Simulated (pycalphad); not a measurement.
Source of the numbers: pycalphad with the COST 507 light-alloy database (1999); pressure 1 atm. The data set is of 1999 and partly superseded. Amounts are mole fractions of atoms.

Q: Give the equilibrium state of Ti-0.14Hf-1.38B (at.%) at 877 °C.

A: 
```
T = 1150.00 K, P = 101325 Pa, N = 1 mol of atoms
G = -56839 J/mol, H = 23342 J/mol, S = 69.72 J/(mol K)  (SER reference)
chemical potentials (J/mol): Ti -54985, Hf -130354, B -181701
phase             fraction      x(Ti)      x(Hf)       x(B)
HCP_A3              0.9756     0.9969     0.0014     0.0016
BM                  0.0244     0.4999   0.000101     0.5000
```

Q: Give the equilibrium state of Ti-0.14Hf-1.38B (at.%) at 1077 °C.

A: BCC_A2, fraction 0.975, with 0.14 Hf, 0.16 B at.%; BM, fraction 0.025, with 0.01 Hf, 50.0 B at.%.

Database names, with the compositions (at.%) that they take in these runs: BM: Ti 50 B 50. BCC_A2 is bcc; HCP_A3 is hcp.
